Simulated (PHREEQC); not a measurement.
Dissolve 4.8 mmol/kgw LiOH and 0.063 mmol/kgw H4SiO4 at 25 °C. Closed to the air; pH follows from the charge balance.

The numbers come from PHREEQC with the ion-association model, phreeqc.dat.

Q: The ionic strength comes out as 0.00480 mol/kgw. What activity coefficients do Li+, OH-, H3SiO4-, H2SiO4-2 get?

A: Li+ 0.93, OH- 0.93, H3SiO4- 0.93, H2SiO4-2 0.75.

Precipitation was switched off in this run.
